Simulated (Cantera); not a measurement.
Input (Python, Cantera):

```python
import numpy as np
import cantera as ct

gas = ct.Solution("h2o2.yaml")
gas.TPX = 825, 25000, {'H2': 1.9, 'O2': 1, 'N2': 5.9}
reactor = ct.IdealGasConstPressureReactor(gas, energy="off", clone=False)
net = ct.ReactorNet([reactor])
net.rtol, net.atol = 1e-08, 1e-18
show = ['H2', 'O2', 'OH', 'HO2', 'H2O2', 'O']
times = np.geomspace(5e-05, 100, 10)

steps = ct.SolutionArray(gas, extra=["t"])
rows = []
print(f"{'t/s':>10s}{'T/K':>9s}{'P/Pa':>11s}" + "".join(f"{s:>11s}" for s in show))
for t in times:
    while net.time < t:
        t_next = net.step()
        steps.append(gas.state, t=t_next)
    rows.append([np.interp(t, steps.t, y) for y in (steps.T, steps.P, *steps(*show).X.T)])
    print(f"{t:10.3e}{rows[-1][0]:9.1f}{rows[-1][1]:11.4g}" + "".join(f"{x:11.3e}" for x in rows[-1][2:]))
rate = np.gradient(steps.T, steps.t)
print("integrator steps:", len(steps.t))
if steps.T.max() > steps.T[0] + 200:
    print(f"time of steepest temperature rise: {steps.t[rate.argmax()]:.4e} s")
gas.TPX = 825, 25000, {'H2': 1.9, 'O2': 1, 'N2': 5.9}
gas.equilibrate("TP")
print(f"equilibrium (TP): T = {gas.T:.1f} K  " + "  ".join(f"{s} {gas[s].X[0]:.3e}" for s in show))
```

It prints:

```
       t/s      T/K       P/Pa         H2         O2         OH        HO2       H2O2          O
 5.000e-05    825.0    2.5e+04  2.159e-01  1.136e-01  6.260e-15  8.136e-13  6.111e-17  2.727e-14
 2.507e-04    825.0    2.5e+04  2.159e-01  1.136e-01  2.964e-14  6.403e-12  2.199e-15  1.532e-13
 1.257e-03    825.0    2.5e+04  2.159e-01  1.136e-01  6.713e-14  5.964e-11  1.015e-13  3.558e-13
 6.300e-03    825.0    2.5e+04  2.159e-01  1.136e-01  7.696e-14  3.908e-10  3.690e-12  4.083e-13
 3.158e-02    825.0    2.5e+04  2.159e-01  1.136e-01  1.098e-13  2.307e-09  1.094e-10  5.820e-13
 1.583e-01    825.0    2.5e+04  2.159e-01  1.136e-01  4.759e-13  2.282e-08  4.368e-09  2.496e-12
 7.937e-01    825.0    2.5e+04  2.159e-01  1.136e-01  6.543e-11  2.299e-06  3.075e-06  2.910e-10
 3.979e+00    825.0    2.5e+04  2.121e-01  1.115e-01  4.851e-09  1.436e-05  3.738e-04  1.155e-08
 1.995e+01    825.0    2.5e+04  1.841e-01  9.758e-02  2.855e-09  1.162e-05  4.487e-04  5.660e-09
 1.000e+02    825.0    2.5e+04  1.169e-01  6.427e-02  2.033e-09  8.579e-06  2.984e-04  2.920e-09
integrator steps: 1030
equilibrium (TP): T = 825.0 K  H2 9.727e-13  O2 6.369e-03  OH 1.683e-09  HO2 2.506e-12  H2O2 1.814e-12  O 4.042e-14
```

Computed with Cantera and the H2/O2 subset of GRI-Mech 3.0, which has no nitrogen chemistry. Below about 950 K walls govern HO2 and H2O2 in real vessels. The temperature is held fixed by assumption; the heat of reaction is taken as removed at once.
